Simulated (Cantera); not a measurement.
Feed: 1 mol Fe, 13 mol H₂O, 150 mol N₂, equilibrated at 9000 Torr.

Equilibrium computed with Cantera from the NASA thermochemical tables; the gas is ideal and each condensed phase is pure. Candidate condensed phases: Fe, FeO, Fe(OH)₂, Fe(OH)₃, Fe₂O₃, Fe₃O₄, H₂O; 27 gas species. The tables' stoichiometric FeO is somewhat more stable than real wüstite, so its field is too wide. FeO: taken at fixed stoichiometry. Rates play no part.

Question: At 1400 K, list the 3 most abundant gas species with their mole fractions, and the condensed phases.

Answer: N₂ 0.920, H₂O 0.0736, H₂ 0.00613. Condensed: FeO(s).
